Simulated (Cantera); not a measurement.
## Transport properties of process gases

Gas mixture: 40.8 % O2, 59.2 % N2O, at 0.132 atm, frozen composition.

Cantera's kinetic-theory transport with the Lennard-Jones parameters of GRI-Mech 3.0, ideal gas; thermal conductivity in the mixture-averaged form.

| T (K) | ρ (kg/m³) | cp (J/kg/K) | μ (µPa s) | λ (mW/m/K) | Pr | D (cm²/s) N2 | D (cm²/s) NH3 | D (cm²/s) CO2 |
|---|---|---|---|---|---|---|---|---|
| 400 | 0.157 | 960.6 | 21.5 | 28.6 | 0.722 | 2.22 | 2.41 | 1.64 |
| 500 | 0.125 | 1019 | 25.7 | 36.2 | 0.724 | 3.28 | 3.68 | 2.47 |
| 600 | 0.105 | 1068 | 29.6 | 43.6 | 0.725 | 4.49 | 5.17 | 3.43 |
| 700 | 0.0896 | 1110 | 33.2 | 50.7 | 0.727 | 5.85 | 6.86 | 4.50 |
| 800 | 0.0784 | 1146 | 36.6 | 57.5 | 0.729 | 7.34 | 8.73 | 5.68 |
| 900 | 0.0697 | 1176 | 39.7 | 64.0 | 0.730 | 8.95 | 10.8 | 6.97 |
| 1000 | 0.0627 | 1200 | 42.8 | 70.2 | 0.731 | 10.7 | 13.0 | 8.35 |
D: mixture-averaged diffusion coefficient of that species in the mixture.
